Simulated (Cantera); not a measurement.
**Equilibrium for abatement and gas-phase synthesis: SF6 + H2O**

A closed system holds: 1 mol SF6, 0.046 mol H2O, held at 10.0 mbar.

Method: chemical equilibrium by Gibbs-energy minimisation in Cantera with the NASA 1993 tables (ideal gas, pure condensed phases). Candidate condensed phases: H2O, H2SO4, S; 43 gas species. The tables' values for S2F2 (SSF2), SF3, SOF2 are old estimates; treat these amounts as uncertain. The numbers say what is thermodynamically allowed, not how fast it happens.

From 2127 °C to 2677 °C nothing is condensed.

```csv
T (°C),log p F,log p S,log p S2,log p SF,log p HF
2127,-2.06,-3.29,-3.49,-3.64,-3.85
2177,-2.06,-3.21,-3.52,-3.71,-3.86
2227,-2.06,-3.14,-3.57,-3.80,-3.86
2277,-2.07,-3.09,-3.64,-3.89,-3.87
2327,-2.07,-3.04,-3.71,-3.98,-3.87
2377,-2.07,-3.00,-3.80,-4.08,-3.87
2427,-2.07,-2.97,-3.90,-4.18,-3.87
2477,-2.07,-2.94,-4.00,-4.28,-3.88
2527,-2.07,-2.92,-4.11,-4.38,-3.88
2577,-2.07,-2.91,-4.22,-4.48,-3.88
2627,-2.07,-2.89,-4.33,-4.58,-3.88
2677,-2.07,-2.88,-4.45,-4.68,-3.89
```
log p: log10 of the partial pressure in bar; nothing condenses.
